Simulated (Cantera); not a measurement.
A perfectly stirred reactor is fed with C2H6 : N2 = 1 : 46 (molar parts), at 100.0 Torr; it is held at 1800 K, and followed from long to short residence time.

Model: GRI-Mech 3.0 (53 species, 325 reactions), integrated in Cantera. GRI-Mech 3.0 stops at C3 and has no aromatics, soot or wall deposition, so with more carbon than oxygen in the feed, carbon stays in small species such as C2H2 where larger ones or solid carbon would form.

```json
[
 {"quantity": "x(C2H6) at τ = 2.10 s", "before": "7.91e-7", "after": "4.77e-5"},
 {"quantity": "x(CH4) at τ = 2.10 s", "before": "0.000628", "after": "0.00203"},
 {"quantity": "x(C2H4) at τ = 2.10 s", "before": "7.83e-6", "after": "0.000316"},
 {"quantity": "x(C2H) at τ = 2.10 s", "before": "1.14e-6", "after": "4.34e-6"},
 {"quantity": "x(H) at τ = 2.10 s", "before": "0.000261", "after": "0.000966"},
 {"quantity": "x(C2H6) at τ = 19.0 ms", "before": "6.32e-5", "after": "0.00388"},
 {"quantity": "x(CH4) at τ = 19.0 ms", "before": "0.00256", "after": "0.00247"},
 {"quantity": "x(C2H4) at τ = 19.0 ms", "before": "0.000298", "after": "0.00571"},
 {"quantity": "x(C2H) at τ = 19.0 ms", "before": "2.25e-6", "after": "3.53e-6"},
 {"quantity": "x(H) at τ = 19.0 ms", "before": "0.000500", "after": "0.00126"}
]
```

Name the change that produced these shifts.
(A) temperature 1800 to 1873 K
(B) temperature 1800 to 1775 K
(C) temperature 1800 to 1975 K
(D) pressure from 100.0 Torr to 0.383 Torr

D, pressure from 100.0 Torr to 0.383 Torr
